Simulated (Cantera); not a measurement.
A Cantera script and what it prints.

```python
import numpy as np
import cantera as ct

gas_names = """
    B BH BH2 BH3 BO BO2 B2 B2O B2O2 B2O3 B3O3H3 H HBO HBO2 HO2 H2 H2O H2O2 H3B3O6 O OH O2 O3
""".split()
cond_names = """
    B(b) B(L) B2O3(L) B3O3H3(cr) H2O(s) H2O(L)
""".split()


# ... load() reads the species with a 1 bar reference pressure and builds the phases ...
atoms = {
    'B2O3': {'B': 2, 'O': 3},
    'O2': {'O': 2},
    'H2': {'H': 2},
}
top_T = {}  # K; cautious upper limits of use, not melting points


# ... equilibrate(T, P, feed) seeds the gas with the atoms and calls Mixture.equilibrate('TP', solver="vcs", rtol=1e-11, max_steps=5000) ...
results = []
T = 2100  # K
P = 12  # Pa
for m in [11, 13, 16, 19, 23, 28, 34, 41, 49, 60]:
    feed = {'B2O3': 1, 'O2': 0.087, 'H2': m}  # mol
    mix = equilibrate(T, P, feed)
    results.append((T, P, feed, dict(zip(mix.species_names, mix.species_moles))))

top = {s: max(r[3][s] / sum(r[3][g] for g in gas_names) for r in results) for s in gas_names}
cols = sorted((s for s in top if top[s] > 1e-05), key=lambda s: -top[s])[:5]
seen = [c for c in cond_names if any(r[3].get(c, 0) > 1e-12 for r in results)]
print("log10 of partial pressures in bar; condensed amounts in mol")
print(f"{'n(H2)':>10s}" + "".join(f"{s[:9]:>10s}" for s in cols + seen))
for T, P, feed, n in results:
    ng = sum(n[g] for g in gas_names)
    print(f"{feed['H2']:10.4g}" + "".join(f"{np.log10(max(n[s] / ng * P / 1e5, 1e-99)):10.3f}" for s in cols)
          + "".join(f"{n.get(c, 0):10.4g}" for c in seen))
```

It prints:

```
log10 of partial pressures in bar; condensed amounts in mol
     n(H2)        H2         H        BO      HBO2       H2O
        11    -4.125    -4.569    -5.186    -5.248    -5.621
        13    -4.114    -4.564    -5.229    -5.320    -5.644
        16    -4.103    -4.558    -5.285    -5.413    -5.676
        19    -4.095    -4.554    -5.333    -5.494    -5.705
        23    -4.088    -4.550    -5.388    -5.587    -5.740
        28    -4.081    -4.547    -5.446    -5.688    -5.779
        34    -4.075    -4.544    -5.506    -5.792    -5.820
        41    -4.070    -4.542    -5.566    -5.897    -5.863
        49    -4.067    -4.540    -5.624    -6.000    -5.906
        60    -4.063    -4.538    -5.691    -6.122    -5.958
```

Cantera equilibrium calculation (NASA polynomials, part measured and part estimated; ideal gas, pure solids and liquids).
